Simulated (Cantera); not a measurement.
A closed system holds: 1 mol CO, 0.034 mol NH3, 2 mol N2, equilibrated at 1677 °C and 3.10 bar.

These are equilibrium values from Cantera (NASA tables, ideal gas, pure condensed phases), not measurements of a reactor. Candidate condensed phases: C, C6H6, C7H8, C8H18, H2O; 136 gas species. Kinetics and transport are ignored.

Base state: N2 0.657, CO 0.326, H2 0.0165, HCN 0.000125, CO2 0.000108, H 8.36e-5, H2O 2.40e-5 (mole fractions); condensed: gas only.

Problem. What changes in the equilibrium state with this change: CO replaced by C3H8?

Solution. 
```csv
species,before,after
H2,0.0165,0.663
N2,0.657,0.330
HCN,0.000125,0.00563
CO,0.326,0
CO2,0.000108,0
H2O,2.40e-5,0
CH4,4.09e-8,0.000663
"C(graphite), mol",0,2.96
```

Problem. What changes in the equilibrium state with this change: temperature from 1677 °C to 2725 °C?

Solution. 
```tsv
species	before	after
N2	0.657	0.654
CO	0.326	0.324
H2	0.0165	0.0117
H	8.36e-5	0.00962
HNC	6.48e-6	1.64e-5
HCN	0.000125	8.71e-5
CO2	0.000108	7.76e-5
H2O	2.40e-5	2.07e-5
```
